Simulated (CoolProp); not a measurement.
A simple Rankine cycle with water: condensing at 292.15 K, boiler at 0.135 MPa, turbine inlet 396.4 K, turbine efficiency 0.7, pump efficiency 0.6, no recuperator. Each further row changes one setting.

Model: reference Helmholtz-energy equation of state, Wagner 2002, in CoolProp.

```json
[
 {"case": "as stated", "thermal efficiency (%)": "15.3", "net work (kJ/kg)": "405", "heat in (kJ/kg)": "2640", "turbine exit temperature (K)": "292.1", "volume ratio over the turbine": "41.8"},
 {"case": "turbine inlet 416.4 K", "thermal efficiency (%)": "15.4", "net work (kJ/kg)": "413", "heat in (kJ/kg)": "2680", "turbine exit temperature (K)": "292.1", "volume ratio over the turbine": "40.2"},
 {"case": "condensing temperature 284.15 K", "thermal efficiency (%)": "16.6", "net work (kJ/kg)": "444", "heat in (kJ/kg)": "2670", "turbine exit temperature (K)": "284.1", "volume ratio over the turbine": "67.4"},
 {"case": "boiler pressure 0.0945 MPa", "thermal efficiency (%)": "14.1", "net work (kJ/kg)": "372", "heat in (kJ/kg)": "2640", "turbine exit temperature (K)": "292.1", "volume ratio over the turbine": "29.6"},
 {"case": "turbine efficiency 0.6", "thermal efficiency (%)": "13.1", "net work (kJ/kg)": "347", "heat in (kJ/kg)": "2640", "turbine exit temperature (K)": "292.1", "volume ratio over the turbine": "42.9"}
]
```

The expansion ends wet for: as stated; turbine inlet 416.4 K; condensing temperature 284.15 K; boiler pressure 0.0945 MPa; turbine efficiency 0.6.
